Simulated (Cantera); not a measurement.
Ignition delay

Mixture: 15.7 % CH₃OH, 14.7 % O₂, 55.3 % N₂, 14.3 % CO₂, equivalence ratio 1.6, at 52000 Pa, adiabatic and at constant volume. Ignition delay is the time to a rise of 400 K.

Model: GRI-Mech 3.0 (53 species, 325 reactions), integrated in Cantera. GRI-Mech 3.0 was tuned for natural gas; its chemistry of methanol as a main component is partial and can be far from experiment.

```tsv
T0 (K)	delay (ms)
1000	820
1075	153
1150	35.6
1225	10.0
1300	3.31
1375	1.26
1450	0.542
```

| Item | Result |
|---|---|
| apparent activation energy between 1300 and 1450 K | 190 kJ/mol |
